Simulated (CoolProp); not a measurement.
The numbers come from the reference Helmholtz-energy equation of state, Penoncello 2003 in CoolProp.

**Question.** Give the vapour pressure (bar), liquid density (kg/m³), vapour density (kg/m³), liquid cp (kJ/(kg K)) of saturated CHF3 (R23) at 224.9 K.

**Answer.** 
```json
[
 {"T (K)": "224.9", "p (bar)": "5.14", "liquid density (kg/m³)": "1310", "vapour density (kg/m³)": "21.9", "liquid cp (kJ/(kg K))": "1.33"}
]
```
